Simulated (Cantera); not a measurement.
Charge: 1 mol SiC, 0.31 mol CO₂, 68 mol H₂, a varied amount of H₂O, held at 1025 K and 1 atm.

Cantera equilibrium calculation (NASA polynomials, part measured and part estimated; ideal gas, pure solids and liquids). Candidate condensed phases: C, C₆H₆, C₇H₈, C₈H₁₈, H₂O, Si, SiC, SiO₂; 123 gas species. Mutual solubility and eutectic melting of coexisting phases are not modelled. Rates play no part.

**Question.** Which condensed phases are stable at each of these points (n(H₂O) (mol)): 0.11, 0.46, 0.8, 1.1, 1.5, 1.8, 2.2?

**Answer.** 
```csv
n(H₂O) (mol),condensed phases,Si condensed (%)
0.11,SiC(s) + SiO₂(β-quartz),100.0
0.46,SiC(s) + SiO₂(β-quartz),100.0
0.8,SiC(s) + SiO₂(β-quartz),100.0
1.1,SiC(s) + SiO₂(β-quartz),100.0
1.5,SiO₂(β-quartz),100.0
1.8,SiO₂(β-quartz),100.0
2.2,SiO₂(β-quartz),100.0
```

From 0.11 mol H₂O to 1.1 mol H₂O the condensed part is SiC(s) + SiO₂(β-quartz). From 1.5 mol H₂O to 2.2 mol H₂O the condensed part is SiO₂(β-quartz).
